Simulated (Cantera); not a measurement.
A closed system holds: 1 mol SiH2Cl2, 180 mol N2, at 0.260 bar.

Cantera equilibrium calculation (NASA polynomials, part measured and part estimated; ideal gas, pure solids and liquids). Candidate condensed phases: NH4Cl, Si, Si3N4; 28 gas species. N2 is the only nitrogen source here; it is nearly inert below about 1500 K, so the nitride shown seldom forms there in practice. The tables' values for SiCl3 are old estimates; treat these amounts as uncertain. Equilibrium is a limit: real reactors are often held back by kinetics, nucleation or transport. All values below are at 925 °C.

Base state: N2 0.990, HCl 0.00886, H2 0.00109, SiCl4 0.000529, SiCl3 1.50e-5 (mole fractions); condensed: Si3N4(s).

### Question
What changes in the equilibrium state with this change: SiH2Cl2 replaced by SiCl4?

### Answer
```csv
species,before,after
N2,0.990,0.994
SiCl4,0.000529,0.00552
SiCl3,1.50e-5,3.83e-6
HCl,0.00886,0
H2,0.00109,0
"Si3N4(s), mol",0.300,0
```
